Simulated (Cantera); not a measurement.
A closed system holds: 1 mol C2H4, 0.03 mol H2O, 0.24 mol NH3, held at 1550 K and 3680 Torr.

These are equilibrium values from Cantera (NASA tables, ideal gas, pure condensed phases), not measurements of a reactor. The numbers say what is thermodynamically allowed, not how fast it happens.

| species | before | after |
|---|---|---|
| CO | 0.0118 | 0.653 |
| H2 | 0.932 | 0.248 |
| N2 | 0.0475 | 0.0795 |
| H2O | 6.55e-5 | 0.0103 |
| CO2 | 2.98e-7 | 0.00967 |
| C2H4 | 1.20e-5 | 7.41e-9 |
| C2H2 (acetylene) | 1.49e-5 | 3.47e-8 |
| CH4 | 0.00864 | 5.72e-5 |
| HCN | 0.000313 | 1.95e-5 |
| NH3 | 5.14e-5 | 9.13e-6 |
| C(graphite), mol | 1.95 | 0 |
Gas species are given as mole fractions.

Task: Which change was made?
A. temperature from 1550 K to 1148.15 K
B. NH3 from 0.24 to 0.64 mol
C. C2H4 replaced by CO
D. H2O from 0.03 to 0.044 mol

Result: C, C2H4 replaced by CO
